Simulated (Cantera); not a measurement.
# Premixed flame

A freely propagating, adiabatic, planar premixed flame of 51.2 % H2, 10.2 % O2, 38.5 % N2, equivalence ratio 2.5, unburnt at 473 K and 101000 Pa; mixture-averaged transport, grid criteria slope 0.08 and curve 0.16, no radiation.

Model: the H2/O2 subset of GRI-Mech 3.0, which has no nitrogen chemistry, integrated in Cantera. Burning velocities carry a grid error of a few per cent, more on coarse grids.

```tsv
z (mm)	T (K)	u (m/s)	x H2	x O2	x O	x HO2	x H2O	x OH
-1.25	473	5.59	0.512	0.102	<1e-8	<1e-8	<1e-8	<1e-8
-0.835	473	5.59	0.512	0.102	<1e-8	<1e-8	<1e-8	<1e-8
-0.626	473	5.59	0.512	0.102	<1e-8	<1e-8	<1e-8	<1e-8
-0.418	473	5.59	0.512	0.102	<1e-8	3.50e-7	3.67e-7	<1e-8
-0.209	509	5.97	0.507	0.103	1.08e-5	0.000285	0.00132	7.81e-5
-0.104	770	8.79	0.474	0.0953	0.000213	0.000174	0.0237	0.000542
0	1147	12.7	0.396	0.0650	0.00164	6.96e-5	0.0913	0.00115
0.104	1401	15.5	0.322	0.0212	0.00183	2.11e-5	0.176	0.00193
0.209	1514	16.7	0.299	0.00442	0.000785	4.23e-6	0.209	0.00188
0.418	1613	17.7	0.299	0.000312	0.000363	2.89e-7	0.218	0.00193
0.835	1712	18.6	0.308	8.50e-5	0.000260	8.70e-8	0.220	0.00195
1.67	1808	19.5	0.317	5.05e-5	0.000162	5.46e-8	0.222	0.00177
3.34	1888	20.3	0.325	2.57e-5	8.40e-5	3.06e-8	0.224	0.00141
```
x: mole fraction of selected species; z is measured from the peak of heat release.

```
Property                     Value
------------------------  --------
laminar burning velocity  559 cm/s
thermal thickness         0.418 mm
peak x(O)                  0.00216
peak x(HO2)               0.000329
peak x(OH)                 0.00197
grid points                    127
```
